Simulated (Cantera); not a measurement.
Iron carbonyl, mercury and lead vapours: Pb + O2 + N2

A closed system holds: 1 mol Pb, 0.023 mol O2, a varied amount of N2, at 1 atm.

Method: chemical equilibrium by Gibbs-energy minimisation in Cantera with the NASA 1993 tables (ideal gas, pure condensed phases). Candidate condensed phases: Pb, PbO, PbO2, Pb3O4; 12 gas species. Each liquid is taken as pure. Mutual solubility and eutectic melting of coexisting phases are not modelled. The numbers say what is thermodynamically allowed, not how fast it happens.

Stable condensed phases:

```
T in K \ n(N2) in mol
         3.6 5.4 8.1  12  18  28  42
   1525    A   B   B   B   B   B   C
   1450    A   A   A   B   B   B   B
   1375    A   A   A   A   A   A   B
   1300    A   A   A   A   A   A   A
   1225    A   A   A   A   A   A   A
   1150    A   A   A   A   A   A   A
   1075    A   A   A   A   A   A   A
   1000    A   A   A   A   A   A   A
    925    A   A   A   A   A   A   A
    850    A   A   A   A   A   A   A
    775    A   A   A   A   A   A   A
```

A: Pb + PbO; B: Pb; C: gas only.
